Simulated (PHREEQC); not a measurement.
Dissolve 0.46 mol/kgw HNO3, 6.1e-05 mol/kgw K2SO4 and 0.00094 mol/kgw CO2 at 25 °C. Closed to the air; pH follows from the charge balance.

The numbers come from PHREEQC with the ion-association model, phreeqc.dat.

```json
[
 {"quantity": "pH", "before": "0.45", "after": "0.45"},
 {"quantity": "(CO2)2 (mol/kgw)", "before": "1.80e-8", "after": "1.80e-8"},
 {"quantity": "HCO3- (mol/kgw)", "before": "1.86e-9", "after": "1.86e-9"},
 {"quantity": "KSO4- (mol/kgw)", "before": "9.45e-10", "after": "3.78e-11"}
]
```

**Question.** Name the change that produced these shifts.
A. diluted 5-fold with water
B. HNO3 replaced by Mg(NO3)2 at the same molality
C. HNO3 from 0.46 to 0.414 mol/kgw
D. K2SO4 from 6.1e-05 to 1.22e-05 mol/kgw

**Answer.** D, K2SO4 from 6.1e-05 to 1.22e-05 mol/kgw

No solid was allowed to form.
